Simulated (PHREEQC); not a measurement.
# Hard or scaling water

Make-up at 20 °C: 0.51 mmol/kgw CaSO4 and 15 mmol/kgw Na2HPO4. Closed to the air; pH follows from the charge balance.

Computed with PHREEQC (ion-association model, phreeqc.dat).

The pH is 8.73 and the ionic strength is 0.0444 mol/kgw. The specific conductance is 2210 µS/cm. The total alkalinity is 15.0 meq/kg.

```tsv
species	molality	activity	log γ
Na+	0.0296	0.0246	-0.079
HPO4-2	0.0140	0.00673	-0.317
SO4-2	0.000475	0.000228	-0.319
NaHPO4-	0.000386	0.000323	-0.078
H2PO4-	0.000248	0.000207	-0.078
CaPO4-	0.000236	0.000197	-0.078
CaHPO4	0.000169	0.000170	0.004
Ca+2	0.000104	5.08e-5	-0.309
NaSO4-	3.26e-5	2.73e-5	-0.078
```

This is a speciation only: nothing precipitates in the calculation. Saturation is exceeded, for instance for Hydroxyapatite; the values hold only as long as no solid forms.
